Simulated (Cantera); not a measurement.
Low-pressure radical oxidation in H2/O2

An isothermal, constant-pressure homogeneous reactor starts with H2 : O2 = 0.017 : 1 (molar parts), equivalence ratio 0.0085, at 1425 K and 20.0 Torr.

Computed with Cantera and GRI-Mech 3.0 (53 species, 325 reactions). Radical loss at walls, strong at low pressure, is not modelled.

```tsv
t (s)	x H2	x O2	x O	x H2O	x OH	x H2O2
5.00e-5	0.0167	0.983	5.14e-8	1.38e-8	4.83e-8	1.89e-11
0.000134	0.0167	0.983	2.61e-7	1.64e-7	2.32e-7	1.28e-10
0.000360	0.0167	0.983	3.75e-6	3.91e-6	3.22e-6	7.91e-10
0.000965	0.0139	0.981	0.00176	0.00201	0.00138	1.57e-8
0.00259	0.000108	0.968	0.0140	0.0151	0.00228	3.03e-8
0.00695	9.88e-5	0.969	0.0132	0.0152	0.00220	2.94e-8
0.0186	8.52e-5	0.971	0.0112	0.0154	0.00205	2.81e-8
0.0500	5.97e-5	0.974	0.00773	0.0157	0.00172	2.48e-8
0.134	2.84e-5	0.979	0.00360	0.0162	0.00119	1.82e-8
0.360	8.40e-6	0.982	0.00105	0.0165	0.000648	9.82e-9
0.965	1.82e-6	0.983	0.000225	0.0167	0.000302	3.83e-9
2.59	3.82e-7	0.983	4.70e-5	0.0168	0.000139	1.24e-9
6.95	1.08e-7	0.983	1.32e-5	0.0168	7.36e-5	4.78e-10
18.6	6.97e-8	0.983	8.58e-6	0.0168	5.93e-5	3.61e-10
50.0	6.89e-8	0.983	8.48e-6	0.0168	5.89e-5	3.59e-10
```
x: mole fraction; the columns are a selection and need not sum to one.

Equilibrium at this temperature and pressure: H2 6.89e-8, O2 0.983, O 8.48e-6, H2O 0.0168, OH 5.89e-5, H2O2 3.59e-10 (gas phase only).
